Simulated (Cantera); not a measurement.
Cantera run, input and output.

```python
import numpy as np
import cantera as ct

gas = ct.Solution("h2o2.yaml")
gas.TPX = 300, 500000, {'H2': 1, 'O2': 0.217, 'N2': 0.783}
flame = ct.FreeFlame(gas, width=0.013)
flame.set_refine_criteria(ratio=3, slope=0.08, curve=0.16)
flame.transport_model = "mixture-averaged"
flame.solve(loglevel=0, auto=True)
z, T = flame.grid, flame.T
thick = (T[-1] - T[0]) / np.gradient(T, z).max()
show = ['H2', 'O2', 'OH', 'HO2', 'H', 'H2O2']
print(f"laminar burning velocity  {flame.velocity[0] * 100:.3f} cm/s")
print(f"burnt temperature         {T[-1]:.1f} K")
print(f"thermal thickness         {thick * 1e3:.4f} mm")
print(f"grid points               {len(z)}")
z0 = z[flame.heat_release_rate.argmax()]
print(f"{'z/mm':>9s}{'T/K':>9s}{'u/(m/s)':>9s}" + "".join(f"{s:>11s}" for s in show))
rows = []
for k in (-3, -2, -1.5, -1, -0.5, -0.25, 0, 0.25, 0.5, 1, 2, 4, 8):
    zz = z0 + k * thick
    rows.append([k * thick, np.interp(zz, z, T), np.interp(zz, z, flame.velocity),
                 *(np.interp(zz, z, flame.X[gas.species_index(s)]) for s in show)])
    print(f"{rows[-1][0] * 1e3:9.3f}{rows[-1][1]:9.1f}{rows[-1][2]:9.3f}" + "".join(f"{x:11.3e}" for x in rows[-1][3:]))
```

Output:

```
laminar burning velocity  262.883 cm/s
burnt temperature         1998.3 K
thermal thickness         0.0479 mm
grid points               112
     z/mm      T/K  u/(m/s)         H2         O2         OH        HO2          H       H2O2
   -0.144    300.0    2.629  5.000e-01  1.085e-01  1.091e-14  3.802e-11  8.399e-17  7.589e-12
   -0.096    300.1    2.629  5.000e-01  1.085e-01  1.560e-12  2.675e-09  7.909e-15  5.423e-10
   -0.072    300.4    2.631  4.998e-01  1.086e-01  7.762e-11  4.016e-08  3.462e-13  8.225e-09
   -0.048    304.3    2.659  4.983e-01  1.089e-01  1.026e-08  1.451e-06  5.094e-11  3.024e-07
   -0.024    412.7    3.500  4.791e-01  1.112e-01  1.829e-05  3.576e-04  4.203e-06  5.351e-05
   -0.012    747.9    6.116  4.416e-01  1.019e-01  6.294e-04  9.527e-04  1.474e-03  1.426e-04
    0.000   1143.3    9.151  3.925e-01  7.673e-02  8.995e-04  4.058e-04  9.927e-03  5.912e-05
    0.012   1422.7   11.311  3.463e-01  4.510e-02  1.373e-03  1.948e-04  2.220e-02  8.511e-06
    0.024   1584.5   12.581  3.159e-01  2.146e-02  1.643e-03  8.707e-05  3.072e-02  2.048e-06
    0.048   1724.1   13.658  2.964e-01  3.854e-03  1.634e-03  1.472e-05  3.331e-02  6.849e-07
    0.096   1816.4   14.322  2.973e-01  2.322e-04  1.441e-03  8.773e-07  2.603e-02  2.508e-07
    0.192   1887.0   14.808  3.029e-01  1.994e-05  1.085e-03  1.106e-07  1.706e-02  1.110e-07
    0.383   1937.2   15.146  3.074e-01  6.522e-06  7.065e-04  4.188e-08  1.012e-02  4.542e-08
```

Model: the H2/O2 subset of GRI-Mech 3.0, which has no nitrogen chemistry, integrated in Cantera. The hydrogen kinetics of GRI-Mech 3.0 are dated; newer H2 mechanisms differ, most at raised pressure. Burning velocities carry a grid error of a few per cent, more on coarse grids.
